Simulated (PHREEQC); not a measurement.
Dissolve 0.00098 mol Li2CO3 per kg of water at 25 °C. Closed to the air; pH follows from the charge balance.

Computed with PHREEQC (ion-association model, phreeqc.dat).

| quantity | before | after |
|---|---|---|
| pH | 10.51 | 8.97 |
| ionic strength (mol/kgw) | 0.00259 | 2.00e-5 |
| CO3-2 (mol/kgw) | 0.000630 | 4.13e-7 |
| HCO3- (mol/kgw) | 0.000349 | 9.36e-6 |

**Question.** What was changed between the two runs?
A) diluted 100-fold with water
B) Li2CO3 from 0.00098 to 0.0098 mol/kgw
C) Li2CO3 from 0.00098 to 0.00108 mol/kgw
D) Li2CO3 from 0.00098 to 0.00147 mol/kgw
E) temperature from 25 to 50 °C

**Answer.** A, diluted 100-fold with water

No solid was allowed to form.
